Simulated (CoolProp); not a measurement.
Properties of isopentane along the isotherm 500 K (Tc = 460.3 K, pc = 3.378 MPa, ω = 0.227).

Model: reference Helmholtz-energy equation of state, Lemmon 2006, in CoolProp. It is a short technical equation, of lower accuracy than the large ones.

| p (MPa) | phase | density (kg/m³) | Joule-Thomson coefficient (K/MPa) | isothermal compressibility (1/MPa) | conductivity (mW/(m K)) |
|---|---|---|---|---|---|
| 0.0267 | gas | 0.4643 | 5.845 | 37.53 | 42.4 |
| 0.0392 | gas | 0.6824 | 5.853 | 25.59 | 42.4 |
| 0.0575 | gas | 1.002 | 5.865 | 17.47 | 42.4 |
| 0.0845 | gas | 1.476 | 5.882 | 11.91 | 42.3 |
| 0.124 | gas | 2.173 | 5.907 | 8.143 | 42.3 |
| 0.182 | gas | 3.204 | 5.945 | 5.574 | 42.3 |
| 0.267 | gas | 4.733 | 6.002 | 3.826 | 42.3 |
| 0.392 | gas | 7.020 | 6.087 | 2.634 | 42.2 |
| 0.575 | gas | 10.46 | 6.217 | 1.825 | 42.2 |
| 0.845 | gas | 15.73 | 6.419 | 1.273 | 42.2 |
| 1.24 | gas | 23.96 | 6.742 | 0.9038 | 42.3 |
| 1.82 | gas | 37.34 | 7.282 | 0.6603 | 42.6 |
| 2.67 | gas | 60.86 | 8.235 | 0.5130 | 43.9 |
| 3.92 | supercritical | 110.6 | 9.921 | 0.4664 | 48.4 |
| 5.75 | supercritical | 256.0 | 6.789 | 0.3092 | 59.3 |
| 8.45 | supercritical | 356.4 | 1.655 | 0.05236 | 62.3 |

Thermal conductivity comes from a separate model (Vassiliou 2015).
